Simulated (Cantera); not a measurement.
Charge: 1 mol SF₆, 0.015 mol SO₂, 29 mol N₂, 0.72 mol H₂, held at 13.3 mbar.

Method: chemical equilibrium by Gibbs-energy minimisation in Cantera with the NASA 1993 tables (ideal gas, pure condensed phases). Candidate condensed phases: H₂O, H₂SO₄, S; 62 gas species. Equilibrium is a limit: real reactors are often held back by kinetics, nucleation or transport.

**Question.** At 2625 K, list the 4 most abundant gas species with their mole fractions, and the condensed phases.

**Answer.** N₂ 0.807, F 0.126, HF 0.0399, S 0.0241. Condensed: gas only.
